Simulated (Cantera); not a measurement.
Feed: 1 mol CCl4, equilibrated at 3573 K and 2.50 mbar.

Equilibrium computed with Cantera from the NASA thermochemical tables; the gas is ideal and each condensed phase is pure. The tables' values for CCl are old estimates; treat these amounts as uncertain. Equilibrium is a limit: real reactors are often held back by kinetics, nucleation or transport.

```csv
species,before,after
Cl2,3.57e-6,0.988
CCl4,<1e-9,0.0121
Cl,0.826,1.04e-6
C,0.151,<1e-9
C2,0.0137,<1e-9
C3,0.00934,<1e-9
CCl,4.46e-5,<1e-9
"C(graphite), mol",0,0.976
```
Gas species are given as mole fractions.

Question: What was changed between the two runs?
A. temperature from 3573 K to 2250 K
B. temperature from 3573 K to 625 K
C. temperature from 3573 K to 1773.15 K
D. temperature from 3573 K to 2450 K

Answer: B, temperature from 3573 K to 625 K. Gases not in the tables: chlorinated aromatics
